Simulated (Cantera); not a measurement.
Charge: 1 mol SiHCl₃, 0.8 mol NH₃, a varied amount of H₂, at 775 K and 15.0 mbar.

Cantera equilibrium calculation (NASA polynomials, part measured and part estimated; ideal gas, pure solids and liquids). Candidate condensed phases: NH₄Cl, Si, Si₃N₄; 28 gas species. The numbers say what is thermodynamically allowed, not how fast it happens.

Problem. At 0.35 mol H₂, list the 5 most abundant gas species with their mole fractions, and the condensed phases.

Solution. H₂ 0.493, HCl 0.328, SiCl₄ 0.158, N₂ 0.0202, SiHCl₃ 0.000154. Condensed: Si₃N₄(s).
